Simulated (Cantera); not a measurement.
A Cantera script and what it prints.

```python
import numpy as np
import cantera as ct

gas_names = [...]  # 110 gases of nasa_gas.yaml made of C, H, O
cond_names = """
    C(gr) C6H6(L) C7H8(L) C8H18(L),n-octa H2O(s) H2O(L)
""".split()


# ... load() reads the species with a 1 bar reference pressure and builds the phases ...
atoms = {
    'CH3OH': {'C': 1, 'H': 4, 'O': 1},
    'CO2': {'C': 1, 'O': 2},
}
top_T = {'C(gr)': 4500}  # K; cautious upper limits of use, not melting points


# ... equilibrate(T, P, feed) seeds the gas with the atoms and calls Mixture.equilibrate('TP', solver="vcs", rtol=1e-11, max_steps=5000) ...
results = []
feed = {'CH3OH': 1, 'CO2': 2.2}  # mol
P = 1333.22  # Pa
for T in [1323, 1423, 1523, 1623, 1723, 1823, 1923, 2023, 2123, 2223, 2323, 2423]:
    mix = equilibrate(T, P, feed)
    results.append((T, P, feed, dict(zip(mix.species_names, mix.species_moles))))
    x = sorted(zip(gas.X, gas.species_names), reverse=True)
    print(f"T = {T:g} K  P = {P:g} Pa  gas = {mix.phase_moles(0):.4g} mol")
    print("   x: " + "  ".join(f"{s} {v:.3e}" for v, s in x if v > 0.001))
    print("   condensed (mol): " + ("  ".join(f"{mix.phase(i).name} {mix.phase_moles(i):.4g}"
          for i in range(1, mix.n_phases) if mix.phase_moles(i) > 1e-12) or "none"))
```

It prints:

```
T = 1323 K  P = 1333.22 Pa  gas = 5.2 mol
   x: CO 3.908e-01  CO2 2.246e-01  H2O 1.985e-01  H2 1.861e-01
   condensed (mol): none
T = 1423 K  P = 1333.22 Pa  gas = 5.2 mol
   x: CO 4.022e-01  CO2 2.132e-01  H2O 2.099e-01  H2 1.747e-01
   condensed (mol): none
T = 1523 K  P = 1333.22 Pa  gas = 5.2 mol
   x: CO 4.117e-01  H2O 2.194e-01  CO2 2.037e-01  H2 1.652e-01
   condensed (mol): none
T = 1623 K  P = 1333.22 Pa  gas = 5.201 mol
   x: CO 4.196e-01  H2O 2.273e-01  CO2 1.957e-01  H2 1.571e-01
   condensed (mol): none
T = 1723 K  P = 1333.22 Pa  gas = 5.202 mol
   x: CO 4.262e-01  H2O 2.339e-01  CO2 1.890e-01  H2 1.502e-01
   condensed (mol): none
T = 1823 K  P = 1333.22 Pa  gas = 5.204 mol
   x: CO 4.317e-01  H2O 2.393e-01  CO2 1.832e-01  H2 1.442e-01  H 1.425e-03
   condensed (mol): none
T = 1923 K  P = 1333.22 Pa  gas = 5.209 mol
   x: CO 4.360e-01  H2O 2.436e-01  CO2 1.783e-01  H2 1.386e-01  H 3.038e-03
   condensed (mol): none
T = 2023 K  P = 1333.22 Pa  gas = 5.219 mol
   x: CO 4.392e-01  H2O 2.463e-01  CO2 1.739e-01  H2 1.333e-01  H 6.005e-03  OH 1.156e-03
   condensed (mol): none
T = 2123 K  P = 1333.22 Pa  gas = 5.238 mol
   x: CO 4.411e-01  H2O 2.471e-01  CO2 1.698e-01  H2 1.278e-01  H 1.111e-02  OH 2.656e-03
   condensed (mol): none
T = 2223 K  P = 1333.22 Pa  gas = 5.272 mol
   x: CO 4.417e-01  H2O 2.448e-01  CO2 1.653e-01  H2 1.221e-01  H 1.939e-02  OH 5.613e-03
   condensed (mol): none
T = 2323 K  P = 1333.22 Pa  gas = 5.335 mol
   x: CO 4.411e-01  H2O 2.372e-01  CO2 1.587e-01  H2 1.161e-01  H 3.214e-02  OH 1.092e-02  O 2.053e-03  O2 1.747e-03
   condensed (mol): none
T = 2423 K  P = 1333.22 Pa  gas = 5.451 mol
   x: CO 4.398e-01  H2O 2.212e-01  CO2 1.473e-01  H2 1.105e-01  H 5.105e-02  OH 1.933e-02  O 5.953e-03  O2 4.922e-03
   condensed (mol): none
```

Equilibrium computed with Cantera from the NASA thermochemical tables; the gas is ideal and each condensed phase is pure.
